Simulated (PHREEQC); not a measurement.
**Buffer: an equilibrium model**

A solution holds 0.19 mol/kgw KH2PO4 and 0.011 mol/kgw NH3, at 25 °C. Closed to the air; pH follows from the charge balance.

Model: ion-association model, phreeqc.dat, run in PHREEQC.

Each row changes one thing in this solution. This is a speciation only: nothing precipitates in the calculation.

```tsv
case	pH	ionic strength (mol/kgw)	H2PO4- (mol/kgw)	HPO4-2 (mol/kgw)	KHPO4- (mol/kgw)	H3PO4 (mol/kgw)
as made	5.55	0.210	0.179	0.0100	0.00103	5.25e-5
0.11 mol/kgw KOH added	6.92	0.406	0.0690	0.108	[?]	7.86e-7
KH2PO4 from 0.19 to 0.95 mol/kgw	4.64	0.968	0.936	0.00983	0.00284	0.00164
temperature from 25 to 45 °C	5.49	0.210	0.179	0.0101	0.000993	7.39e-5
NH3 from 0.011 to 0.0121 mol/kgw	5.59	0.212	0.178	0.0110	0.00113	[?]
```

Problem. Some entries are withheld; supply them.

Solution. 
- 0.11 mol/kgw KOH added, KHPO4- (mol/kgw): 0.0131
- NH3 from 0.011 to 0.0121 mol/kgw, H3PO4 (mol/kgw): 4.72e-5

The ionic strength passes 0.7 mol/kgw, the rough limit of the ion-association models, in KH2PO4 from 0.19 to 0.95 mol/kgw. Species that the database lacks are ignored. Away from 25 °C the constants follow the database's enthalpies or fits; those with neither stay at their 25 °C values.
